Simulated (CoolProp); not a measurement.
Vapour-liquid equilibrium of R22 (1) + R113 (2) at 0.259 MPa; x and y are mole fractions of (1).

Model: multi-fluid Helmholtz-energy mixture model, Kamei 1995 and Marx 1992; pair parameters Bell 2016, in CoolProp.

**Question.** Give the bubble temperature and the first vapour's composition at x = 0.2, 0.5, 0.65. Is there an azeotrope?

**Answer.** x = 0.2: 296.9 K, y = 0.855; x = 0.5: 270.0 K, y = 0.969; x = 0.65: 264.2 K, y = 0.982. No azeotrope shows between x = 0.05 and 0.95.

Pair parameters are fitted to limited data, so mixtures are less certain than the pure fluids. The gap from Raoult's law changes sign with composition, which may be real or a fault of the pair parameters; it wasn't checked against measurements.
